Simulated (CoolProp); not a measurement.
Normal hydrogen along the isotherm -238.05 °C: density (kg/m³) from the reference equation and from simpler models built on Tc = -240.0 °C, pc = 1.296 MPa, ω = -0.219; each cubic takes its own stable root.

Model: reference Helmholtz-energy equation of state, Leachman 2009, in CoolProp.

```tsv
p (MPa)	phase	reference
0.0205	gas	0.1422
0.0421	gas	0.2935
0.0864	gas	0.6083
0.177	gas	1.272
0.364	gas	2.742
0.749	gas	6.345
1.54	supercritical	22.53
3.16	supercritical	53.73
6.48	supercritical	62.98
```

Problem. How far does each simpler model (ideal gas, van der Waals, Soave-Redlich-Kwong, Peng-Robinson) lie from the reference over these 9 states: mean and median of the absolute difference, and the worst?

Solution. 
- ideal gas: mean 19.4 %, median 8.3 %, worst -59.4 % at -238.05 °C and 3.16 MPa
- van der Waals: mean 5.0 %, median 0.6 %, worst -19.7 % at -238.05 °C and 3.16 MPa
- Soave-Redlich-Kwong: mean 0.9 %, median 0.5 %, worst -2.9 % at -238.05 °C and 3.16 MPa
- Peng-Robinson: mean 4.1 %, median 1.6 %, worst +12.9 % at -238.05 °C and 6.48 MPa
